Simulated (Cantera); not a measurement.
Charge: 1 mol Si2Cl6, 17 mol NH3, 70 mol H2, held at 1650 °C and 18.0 Torr.

These are equilibrium values from Cantera (NASA tables, ideal gas, pure condensed phases), not measurements of a reactor. Candidate condensed phases: NH4Cl, Si, Si3N4; 28 gas species. The feed counts by its element totals alone. The tables' values for SiCl, SiCl3 are old estimates; treat these amounts as uncertain. Gases not in the tables: Si2H6 and higher silanes. Equilibrium is a limit: real reactors are often held back by kinetics, nucleation or transport.

What is the equilibrium state?


```
Item           Result
----------  ---------
x(H2)           0.864
x(N2)          0.0791
x(HCl)         0.0437
x(SiCl2)      0.00582
x(H)          0.00566
x(Si)        0.000708
x(SiCl)      0.000225
x(Cl)        0.000215
x(SiH)        8.34e-5
n(Si(l))     1.25 mol
gas amount  107.4 mol
```
